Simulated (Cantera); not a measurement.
A perfectly stirred reactor is fed with 4.31 % CO, 0.332 % H2, 3.27 % CH4, 10.2 % O2, 68.5 % N2, 13.4 % H2O, equivalence ratio 0.87, at 9.87 atm; it is adiabatic with a 700 K inlet, and is followed from long to short residence time, starting on the burning branch (τ in s: 0.16, 0.069, 0.029, 0.012, 0.0052, 0.0022, 0.00093, 0.0004, 0.00017, 7.1e-05, 3e-05, 1.3e-05, 5.4e-06).

Computed with Cantera and GRI-Mech 3.0 (53 species, 325 reactions).

### Question
Predict: blow-out, bracketed by the residence times tried; x(CO) at τ = 0.160 s; x(H2) at τ = 0.160 s; x(CH4) at τ = 0.160 s; x(CO2) at τ = 0.160 s; x(CO) at τ = 0.930 ms; x(H2) at τ = 0.930 ms; x(CH4) at τ = 0.930 ms; x(CO2) at τ = 0.930 ms; x(HCO) at τ = 0.930 ms.

### Answer
```
Property                                                                         Value
------------------------------------------------  ------------------------------------
blow-out, bracketed by the residence times tried  burning at 0.930 ms, out at 0.400 ms
x(CO) at τ = 0.160 s                                                          0.000127
x(H2) at τ = 0.160 s                                                           5.37e-5
x(CH4) at τ = 0.160 s                                                          2.85e-6
x(CO2) at τ = 0.160 s                                                           0.0775
x(CO) at τ = 0.930 ms                                                          0.00493
x(H2) at τ = 0.930 ms                                                          0.00115
x(CH4) at τ = 0.930 ms                                                        0.000142
x(CO2) at τ = 0.930 ms                                                          0.0722
x(HCO) at τ = 0.930 ms                                                         1.67e-7
```
